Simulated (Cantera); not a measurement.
Input: 1 mol CuO, 5.5 mol C, 0.015 mol CO, at 2598 K and 10.0 Torr.

Equilibrium computed with Cantera from the NASA thermochemical tables; the gas is ideal and each condensed phase is pure. Candidate condensed phases: C, Cu, CuO, Cu2O; 15 gas species. The numbers say what is thermodynamically allowed, not how fast it happens.

What is the equilibrium state?


* **x(CO)**: 0.504
* **x(Cu)**: 0.496
* **x(Cu2)**: 0.000205
* **x(C3)**: 0.000161
* **x(C)**: 4.56e-5
* **x(C2)**: 1.52e-5
* **n(C(graphite))**: 4.50 mol
* **gas amount**: 2.015 mol
* **log10 activity of Cu(l) (absent)**: -1.65
